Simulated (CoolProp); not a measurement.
A simple Rankine cycle with carbonyl sulfide: condensing at 327.15 K, boiler at 5.39 MPa, turbine inlet 409 K, turbine efficiency 0.85, pump efficiency 0.7, no recuperator. Each further row changes one setting.

The numbers come from the reference Helmholtz-energy equation of state, Lemmon 2006 in CoolProp. It is a short technical equation, of lower accuracy than the large ones.

```
case                             thermal efficiency (%)  net work (kJ/kg)  heat in (kJ/kg)  turbine exit temperature (K)  volume ratio over the turbine
-------------------------------  ----------------------  ----------------  ---------------  ----------------------------  -----------------------------
as stated                                           8.6              21.4              250                             …                           2.02
turbine inlet 429 K                                 9.0              24.5              273                         367.4                           2.01
condensing temperature 319.15 K                    10.0              26.2              262                         335.4                           2.36
boiler pressure 3.77 MPa                              …              14.2              271                         376.9                              …
turbine efficiency 0.75                             7.3                 …              250                         350.2                           2.06
```

Question: Some entries are withheld; supply them.

Answer: 
- as stated, turbine exit temperature (K): 347.1
- boiler pressure 3.77 MPa, thermal efficiency (%): 5.2
- boiler pressure 3.77 MPa, volume ratio over the turbine: 1.46
- turbine efficiency 0.75, net work (kJ/kg): 18.3
